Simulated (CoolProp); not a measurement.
Hexamethyldisiloxane (MM) along the isobar 3.98 MPa: density (kg/m³) from the reference equation and from simpler models built on Tc = 245.6 °C, pc = 1.931 MPa, ω = 0.418; each cubic takes its own stable root.

Computed with CoolProp (reference Helmholtz-energy equation of state, Thol 2016).

| T (°C) | phase | reference | van der Waals | Redlich-Kwong | Soave-Redlich-Kwong | Peng-Robinson |
|---|---|---|---|---|---|---|
| 238.15 | liquid | 492.0 | 347.3 | 433.3 | 437.8 | 488.2 |
| 245.05 | liquid | 477.5 | 341.6 | 421.1 | 421.4 | 468.7 |
| 251.95 | supercritical | 461.8 | 335.7 | 408.5 | 404.2 | 448.1 |
| 258.85 | supercritical | 444.8 | 329.7 | 395.4 | 386.0 | 426.3 |
| 265.75 | supercritical | 426.2 | 323.4 | 381.8 | 366.9 | 403.4 |
| 272.65 | supercritical | 405.6 | 316.9 | 367.7 | 346.9 | 379.7 |
| 279.55 | supercritical | 382.9 | 310.2 | 353.3 | 326.4 | 355.3 |
| 286.45 | supercritical | 358.0 | 303.2 | 338.4 | 305.8 | 331.1 |
| 293.35 | supercritical | 331.6 | 296.0 | 323.3 | 285.6 | 307.8 |
| 300.25 | supercritical | 305.1 | 288.5 | 308.0 | 266.6 | 286.1 |
| 307.15 | supercritical | 280.4 | 280.8 | 292.8 | 249.2 | 266.5 |
| 314.05 | supercritical | 258.8 | 272.9 | 278.1 | 233.7 | 249.3 |
| 320.95 | supercritical | 240.5 | 264.7 | 263.9 | 220.2 | 234.4 |
| 327.85 | supercritical | 225.3 | 256.4 | 250.6 | 208.4 | 221.4 |
